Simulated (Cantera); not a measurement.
Feed: 1 mol Al2O3, 0.64 mol H2, 0.45 mol N2, equilibrated at 17.0 Pa.

Equilibrium computed with Cantera from the NASA thermochemical tables; the gas is ideal and each condensed phase is pure. Candidate condensed phases: Al, AlN, Al2O3, H2O; 35 gas species. Rates play no part. All values below are at 1425 °C.

Base state: H2 0.580, N2 0.411, H 0.00845, H2O 7.20e-5, Al 4.48e-5 (mole fractions); condensed: Al2O3(s).

Question: What changes in the equilibrium state with this change: Al2O3 replaced by Cu2O?

Answer: 
```
species         before     after
-------------  -------  --------
Cu                   0     0.609
H2O            7.20e-5     0.192
N2               0.411     0.137
H2               0.580   0.00125
O2               <1e-9    0.0541
Al             4.48e-5         0
O                <1e-9  0.000781
NO               <1e-9  0.000609
Cu2                  0  0.000489
Al2O3(s), mol    1.000         0
```
Further candidate phases: Cu, CuO, Cu(OH)2, Cu2O.

Question: What changes in the equilibrium state with this change: pressure from 17.0 Pa to 13.3 mbar?

Answer: 
| species | before | after |
|---|---|---|
| H2 | 0.580 | 0.586 |
| N2 | 0.411 | 0.413 |
| H | 0.00845 | 0.000959 |
| Al | 4.48e-5 | 7.35e-6 |
| H2O | 7.20e-5 | 1.32e-5 |
| Al2O3(s), mol | 1.000 | 1.000 |

Question: What changes in the equilibrium state with this change: pressure from 17.0 Pa to 33.0 mbar?

Answer: 
| species | before | after |
|---|---|---|
| H2 | 0.580 | 0.587 |
| N2 | 0.411 | 0.413 |
| H | 0.00845 | 0.000610 |
| Al | 4.48e-5 | 4.98e-6 |
| H2O | 7.20e-5 | 9.39e-6 |
| Al2O3(s), mol | 1.000 | 1.000 |
